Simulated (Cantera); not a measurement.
A Cantera script and what it prints.

```python
import numpy as np
import cantera as ct

gas_names = """
    C CH CH2 CH3 CH2OH CH3O CH4 CH3OH CO CO2 COOH C2 C2H CHCO,ketyl C2H2,acetylene C2H2,vinylidene
    CH2CO,ketene C2H3,vinyl CH3CO,acetyl C2H4 C2H4O,ethylen CH3CHO,ethanal CH3COOH (HCOOH)2 C2H5 C2H6
    CH3OCH3 C2H5OH C2O C3 C3H3,propargyl C3H4,allene C3H4,propyne C3H4,cyclo- C3H5,allyl C3H6,propylene
    C3H6,cyclo- C3H6O C3H7,n-propyl C3H7,i-propyl C3H8 C3H8O,1propanol C3H8O,2propanol C3O2 C4 C4H2
    C4H4,1,3-cyclo- C4H6,butadiene C4H6,2-butyne C4H6,cyclo- C4H8,1-butene C4H8,cis2-buten
    C4H8,tr2-butene C4H8,isobutene C4H8,cyclo- (CH3COOH)2 C4H9,n-butyl C4H9,i-butyl C4H9,s-butyl
    C4H9,t-butyl C4H10,isobutane C4H10,n-butane C5 C5H6,1,3cyclo- C5H8,cyclo- C5H10,1-pentene
    C5H10,cyclo- C5H11,pentyl C5H11,t-pentyl C5H12,n-pentane C5H12,i-pentane CH3C(CH3)2CH3 C6H2
    C6H5,phenyl C6H5O,phenoxy C6H6 C6H5OH,phenol C6H10,cyclo- C6H12,1-hexene C6H12,cyclo- C6H13,n-hexyl
    C7H7,benzyl C7H8 C7H8O,cresol C7H14,1-heptene C7H15,n-heptyl C7H16,n-heptane C8H8,styrene
    C8H10,ethylbenz C8H16,1-octene C8H17,n-octyl C8H18,isooctane C8H18,n-octane C9H19,n-nonyl
    C10H8,naphthale C10H21,n-decyl C12H9,o-bipheny C12H10,bipheny H HCO HO2 H2 HCHO,formaldehy HCOOH H2O
    H2O2 O OH O2 O3 Pb PbO Pb2
""".split()
cond_names = """
    C(gr) C6H6(L) C7H8(L) C8H18(L),n-octa H2O(s) H2O(L) Pb(cr) Pb(L) PbO(rd) PbO(yw) PbO(L) PbO2(s)
    Pb3O4(s)
""".split()


def load(file, names, dense=False):
    # The tables refer to 1 bar. Condensed volumes are neglected.
    table = {s.name: s for s in ct.Species.list_from_file(file)}
    out = []
    for n in names:
        d = dict(table[n].input_data)
        d["thermo"] = dict(d["thermo"], **{"reference-pressure": 1e5})
        if dense:
            d["equation-of-state"] = {"model": "constant-volume", "density": "1e6 g/cm^3"}
        out.append(ct.Species.from_dict(d))
    return out


gas = ct.Solution(thermo="ideal-gas", species=load("nasa_gas.yaml", gas_names))
cond = {s.name: ct.Solution(thermo="fixed-stoichiometry", species=[s], name=s.name)
        for s in load("nasa_condensed.yaml", cond_names, dense=True)}
atoms = {
    'PbO': {'Pb': 1, 'O': 1},
    'CO': {'C': 1, 'O': 1},
    'H2': {'H': 2},
}
top_T = {'C(gr)': 4500, 'Pb3O4(s)': 820}  # K; cautious upper limits of use, not melting points


def equilibrate(T, P, feed):
    n = {}
    for name, mol in feed.items():
        for a, k in atoms[name].items():
            n[a] = n.get(a, 0.0) + k * mol
    gas.TPX = T, P, n
    mass = sum(n.values()) * gas.mean_molecular_weight
    gas.equilibrate("TP")
    valid = [c for c in cond.values() if c.min_temp <= T <= top_T.get(c.name, c.max_temp)]
    mix = ct.Mixture([(gas, mass / gas.mean_molecular_weight)] + [(c, 0.0) for c in valid])
    mix.T, mix.P = T, P
    mix.equilibrate("TP", solver="vcs", rtol=1e-11, max_steps=5000)
    return mix


results = []
feed = {'PbO': 1, 'CO': 0.22, 'H2': 1.5}  # mol
for P in [10, 52, 270, 1400, 7200, 37000, 190000, 1000000]:
    for T in [725, 775, 825, 875, 925, 975, 1025, 1075, 1125, 1175, 1225, 1275, 1325]:
        mix = equilibrate(T, P, feed)
        results.append((T, P, feed, dict(zip(mix.species_names, mix.species_moles))))

for T, P, feed, n in results:
    print(f"{T:7g} {P:10.4g}  " + (" + ".join(c for c in cond_names if n.get(c, 0) > 1e-12) or "gas only"))
```

It prints:

```
    725         10  Pb(L)
    775         10  Pb(L)
    825         10  Pb(L)
    875         10  Pb(L)
    925         10  Pb(L)
    975         10  Pb(L)
   1025         10  Pb(L)
   1075         10  gas only
   1125         10  gas only
   1175         10  gas only
   1225         10  gas only
   1275         10  gas only
   1325         10  gas only
    725         52  Pb(L)
    775         52  Pb(L)
    825         52  Pb(L)
    875         52  Pb(L)
    925         52  Pb(L)
    975         52  Pb(L)
   1025         52  Pb(L)
   1075         52  Pb(L)
   1125         52  Pb(L)
   1175         52  gas only
   1225         52  gas only
   1275         52  gas only
   1325         52  gas only
    725        270  Pb(L)
    775        270  Pb(L)
    825        270  Pb(L)
    875        270  Pb(L)
    925        270  Pb(L)
    975        270  Pb(L)
   1025        270  Pb(L)
   1075        270  Pb(L)
   1125        270  Pb(L)
   1175        270  Pb(L)
   1225        270  Pb(L)
   1275        270  gas only
   1325        270  gas only
    725       1400  Pb(L)
    775       1400  Pb(L)
    825       1400  Pb(L)
    875       1400  Pb(L)
    925       1400  Pb(L)
    975       1400  Pb(L)
   1025       1400  Pb(L)
   1075       1400  Pb(L)
   1125       1400  Pb(L)
   1175       1400  Pb(L)
   1225       1400  Pb(L)
   1275       1400  Pb(L)
   1325       1400  Pb(L)
    725       7200  Pb(L)
    775       7200  Pb(L)
    825       7200  Pb(L)
    875       7200  Pb(L)
    925       7200  Pb(L)
    975       7200  Pb(L)
   1025       7200  Pb(L)
   1075       7200  Pb(L)
   1125       7200  Pb(L)
   1175       7200  Pb(L)
   1225       7200  Pb(L)
   1275       7200  Pb(L)
   1325       7200  Pb(L)
    725    3.7e+04  Pb(L)
    775    3.7e+04  Pb(L)
    825    3.7e+04  Pb(L)
    875    3.7e+04  Pb(L)
    925    3.7e+04  Pb(L)
    975    3.7e+04  Pb(L)
   1025    3.7e+04  Pb(L)
   1075    3.7e+04  Pb(L)
   1125    3.7e+04  Pb(L)
   1175    3.7e+04  Pb(L)
   1225    3.7e+04  Pb(L)
   1275    3.7e+04  Pb(L)
   1325    3.7e+04  Pb(L)
    725    1.9e+05  Pb(L)
    775    1.9e+05  Pb(L)
    825    1.9e+05  Pb(L)
    875    1.9e+05  Pb(L)
    925    1.9e+05  Pb(L)
    975    1.9e+05  Pb(L)
   1025    1.9e+05  Pb(L)
   1075    1.9e+05  Pb(L)
   1125    1.9e+05  Pb(L)
   1175    1.9e+05  Pb(L)
   1225    1.9e+05  Pb(L)
   1275    1.9e+05  Pb(L)
   1325    1.9e+05  Pb(L)
    725      1e+06  Pb(L)
    775      1e+06  Pb(L)
    825      1e+06  Pb(L)
    875      1e+06  Pb(L)
    925      1e+06  Pb(L)
    975      1e+06  Pb(L)
   1025      1e+06  Pb(L)
   1075      1e+06  Pb(L)
   1125      1e+06  Pb(L)
   1175      1e+06  Pb(L)
   1225      1e+06  Pb(L)
   1275      1e+06  Pb(L)
   1325      1e+06  Pb(L)
```

Equilibrium computed with Cantera from the NASA thermochemical tables; the gas is ideal and each condensed phase is pure.
